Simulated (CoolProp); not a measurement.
CHF3 (R23) at several states: density (kg/m³) from the reference equation and from simpler models built on Tc = 26.1 °C, pc = 4832 kPa, ω = 0.263; each cubic takes its own stable root.

Model: reference Helmholtz-energy equation of state, Penoncello 2003, in CoolProp.

```csv
T (°C),p (kPa),phase,reference,Redlich-Kwong,Peng-Robinson
153.85,25800,supercritical,629.6,614.0,589.6
-44.85,14.1,gas,0.5215,0.5212,0.5214
-80.05,630,liquid,1439,1189,1392
-66.95,14.5,gas,0.5946,0.5939,0.5941
36.15,275,gas,7.629,7.623,7.637
-126.15,208,liquid,1605,1331,1528
```
